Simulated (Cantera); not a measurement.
Oxide etching and cleaning by halides: Al₂O₃ + HCl + N₂

A closed system holds: 1 mol Al₂O₃, 2.9 mol HCl, 4.6 mol N₂, held at 1.00 bar.

Equilibrium computed with Cantera from the NASA thermochemical tables; the gas is ideal and each condensed phase is pure. Candidate condensed phases: Al, AlCl₃, AlN, Al₂O₃, H₂O, NH₄Cl; 45 gas species. Condensed phases not in the tables: AlOCl. The numbers say what is thermodynamically allowed, not how fast it happens.

From 627 °C to 1527 °C the condensed part is Al₂O₃(s). The main Al-bearing gas is AlCl₃ throughout.

| T (°C) | log p N₂ | log p HCl | log p H₂O | log p AlCl₃ | n Al₂O₃(s) |
|---|---|---|---|---|---|
| 627 | -0.21 | -0.41 | -4.15 | -4.33 | 1.000 |
| 727 | -0.21 | -0.41 | -3.78 | -3.95 | 1.000 |
| 827 | -0.21 | -0.41 | -3.47 | -3.65 | 0.999 |
| 927 | -0.21 | -0.41 | -3.23 | -3.40 | 0.999 |
| 1027 | -0.21 | -0.41 | -3.02 | -3.19 | 0.998 |
| 1127 | -0.21 | -0.42 | -2.84 | -3.02 | 0.996 |
| 1227 | -0.21 | -0.42 | -2.69 | -2.87 | 0.995 |
| 1327 | -0.21 | -0.42 | -2.56 | -2.74 | 0.993 |
| 1427 | -0.21 | -0.42 | -2.45 | -2.62 | 0.991 |
| 1527 | -0.21 | -0.43 | -2.35 | -2.53 | 0.989 |
log p: log10 of the partial pressure in bar; n: condensed amount in mol.
